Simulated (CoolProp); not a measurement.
R404A along the isobar 6280 kPa: density (kg/m³) from the reference equation and from simpler models built on Tc = 72.1 °C, pc = 3735 kPa, ω = 0.293; each cubic takes its own stable root.

The numbers come from the reference Helmholtz-energy equation of state, Lemmon 2003 in CoolProp. It is a pseudo-pure fit of the blend.

| T (°C) | phase | reference | van der Waals | Soave-Redlich-Kwong |
|---|---|---|---|---|
| 51.55 | liquid | 972.6 | 617.2 | 818.2 |
| 62.45 | liquid | 911.3 | 591.2 | 754.9 |
| 73.45 | supercritical | 835.8 | 562.1 | 679.5 |
| 84.35 | supercritical | 737.1 | 529.3 | 589.2 |
| 95.35 | supercritical | 595.3 | 491.3 | 482.1 |
| 106.25 | supercritical | 445.9 | 447.4 | 386.1 |
| 117.15 | supercritical | 358.3 | 398.2 | 323.6 |
| 128.15 | supercritical | 307.9 | 349.7 | 283.7 |
| 139.05 | supercritical | 275.1 | 310.4 | 256.3 |
| 150.05 | supercritical | 251.1 | 280.4 | 235.7 |
| 160.95 | supercritical | 232.7 | 257.7 | 219.6 |
| 171.95 | supercritical | 217.8 | 239.6 | 206.4 |
| 182.85 | supercritical | 205.6 | 225.0 | 195.4 |
